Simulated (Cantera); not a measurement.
Input: 1 mol HI, 0.47 mol O2, at 1300 K and 0.100 bar.

Equilibrium computed with Cantera from the NASA thermochemical tables; the gas is ideal and each condensed phase is pure. Candidate condensed phases: H2O, I2; 12 gas species. Equilibrium is a limit: real reactors are often held back by kinetics, nucleation or transport.

Base state: I 0.451, H2O 0.317, O2 0.140, I2 0.0912, HI 0.000648, OH 3.00e-5 (mole fractions); condensed: gas only.

Question: What changes in the equilibrium state with this change: O2 from 0.47 to 0.076 mol?

Answer: 
```
species    before    after
-------  --------  -------
I           0.451    0.356
HI       0.000648    0.352
H2O         0.317    0.125
O2          0.140    <1e-9
H2        2.33e-7    0.110
I2         0.0912   0.0568
OH        3.00e-5  1.72e-8
```
